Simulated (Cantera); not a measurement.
Input: 1 mol Cr, 0.94 mol NH₃, 2.7 mol N₂, equilibrated at 2125 °C and 3.20e-5 bar.

Equilibrium computed with Cantera from the NASA thermochemical tables; the gas is ideal and each condensed phase is pure. Candidate condensed phases: Cr, CrN, Cr₂N; 11 gas species. Equilibrium is a limit: real reactors are often held back by kinetics, nucleation or transport.

Base state: N₂ 0.462, H 0.375, Cr 0.146, H₂ 0.0181, N 1.31e-5 (mole fractions); condensed: gas only.

Question: What changes in the equilibrium state with this change: N₂ from 2.7 to 7.8 mol?

Answer: 
```tsv
species	before	after
N₂	0.462	0.688
H	0.375	0.222
Cr	0.146	0.0832
H₂	0.0181	0.00635
N	1.31e-5	1.60e-5
```

Question: What changes in the equilibrium state with this change: temperature from 2125 °C to 750 °C?

Answer: 
| species | before | after |
|---|---|---|
| N₂ | 0.462 | 0.674 |
| H₂ | 0.0181 | 0.326 |
| H | 0.375 | 4.19e-7 |
| Cr | 0.146 | 6.58e-9 |
| N | 1.31e-5 | <1e-9 |
| Cr₂N(s), mol | 0 | 0.500 |
